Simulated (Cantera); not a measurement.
Charge: 1 mol CH₄, 0.071 mol O₂, 62 mol H₂, held at 1000 Pa.

These are equilibrium values from Cantera (NASA tables, ideal gas, pure condensed phases), not measurements of a reactor. Candidate condensed phases: C, C₆H₆, C₇H₈, C₈H₁₈, H₂O; 110 gas species. Rates play no part.

What share of the C ends up in condensed phases as a function of T (K), at 575, 775, 975, 1175, 1375, 1575, 1775, 1975, 2175, 2375, 2575, 2775?


| T (K) | C condensed (%) | as |
|---|---|---|
| 575 | 0.0 | - |
| 775 | 0.0 | - |
| 975 | 77.9 | C(graphite) |
| 1175 | 84.6 | C(graphite) |
| 1375 | 85.5 | C(graphite) |
| 1575 | 85.4 | C(graphite) |
| 1775 | 83.9 | C(graphite) |
| 1975 | 77.5 | C(graphite) |
| 2175 | 57.9 | C(graphite) |
| 2375 | 11.1 | C(graphite) |
| 2575 | 0.0 | - |
| 2775 | 0.0 | - |
